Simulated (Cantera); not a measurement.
A closed system holds: 1 mol Si, 0.0059 mol O2, 3.8 mol H2, equilibrated at 675 °C and 133 Pa.

These are equilibrium values from Cantera (NASA tables, ideal gas, pure condensed phases), not measurements of a reactor. Candidate condensed phases: H2O, Si, SiO2; 18 gas species. Rates play no part.

### Question
What is the equilibrium state?

### Answer
```json
{
 "x(H2)": "1.00",
 "n(Si(s))": "0.994 mol",
 "n(SiO2(β-quartz))": "0.00590 mol",
 "gas_amount": "3.800 mol"
}
```
